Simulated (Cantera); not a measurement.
Cantera run:

```python
import numpy as np
import cantera as ct

gas_names = """
    SiH3 NH3 SiH2
""".split()
cond_names = """
    Si3N4(a) Si(cr) Si(L)
""".split()


# ... load() reads the species with a 1 bar reference pressure and builds the phases ...
species = {s.name: s for s in load("nasa_gas.yaml", gas_names) + load("nasa_condensed.yaml", cond_names)}
# Each term lists the table entries of one substance; the one whose range holds T is used.
reactions = {
    'Si3N4 + 4 SiH3(g) = 4 NH3(g) + 7 Si':
        [(-1, ['Si3N4(a)']), (-4, ['SiH3']), (4, ['NH3']), (7, ['Si(cr)', 'Si(L)'])],
    '3 SiH2(g) = Si + 2 SiH3(g)':
        [(-3, ['SiH2']), (1, ['Si(cr)', 'Si(L)']), (2, ['SiH3'])],
}


def pick(names, T):
    return next(species[n] for n in names if species[n].thermo.min_temp <= T <= species[n].thermo.max_temp)


results = []
for label, terms in reactions.items():
    print(label)
    print("     T/K   dH/kJ  dS/(J/K)   dG/kJ   log10 K")
    for T in [300, 898, 998, 1098, 1198, 1298, 1398, 1498, 1598, 1698]:
        used = [(nu, pick(names, T)) for nu, names in terms]
        dH = sum(nu * s.thermo.h(T) for nu, s in used) / 1e6
        dS = sum(nu * s.thermo.s(T) for nu, s in used) / 1e3
        dG = dH - T * dS / 1e3
        logK = -dG * 1e6 / (ct.gas_constant * T * np.log(10))
        results.append((label, T, dH, dS, dG, logK, [s.name for _, s in used]))
        print(f"{T:8g} {dH:8.1f} {dS:8.1f} {dG:8.1f} {logK:8.2f}")
```

Output:

```
Si3N4 + 4 SiH3(g) = 4 NH3(g) + 7 Si
     T/K   dH/kJ  dS/(J/K)   dG/kJ   log10 K
     300   -276.4    -76.1   -253.6    44.15
     898   -273.5    -66.2   -214.1    12.45
     998   -275.2    -68.0   -207.4    10.85
    1098   -277.2    -69.8   -200.5     9.54
    1198   -279.1    -71.6   -193.4     8.43
    1298   -281.1    -73.1   -186.2     7.49
    1398   -283.0    -74.5   -178.8     6.68
    1498   -284.7    -75.7   -171.3     5.97
    1598   -286.2    -76.7   -163.7     5.35
    1698     64.0    130.5   -157.6     4.85
3 SiH2(g) = Si + 2 SiH3(g)
     T/K   dH/kJ  dS/(J/K)   dG/kJ   log10 K
     300   -317.4   -170.9   -266.1    46.33
     898   -323.5   -181.5   -160.5     9.34
     998   -324.4   -182.4   -142.3     7.45
    1098   -325.0   -183.0   -124.0     5.90
    1198   -325.4   -183.4   -105.7     4.61
    1298   -325.5   -183.4    -87.4     3.52
    1398   -325.3   -183.3    -69.0     2.58
    1498   -325.0   -183.1    -50.7     1.77
    1598   -324.4   -182.7    -32.4     1.06
    1698   -273.4   -152.5    -14.4     0.44
```

Standard-state values (1 bar) from the NASA 1993 polynomials, evaluated with Cantera. Condensed species are held in their standard states even where they would react or evaporate.
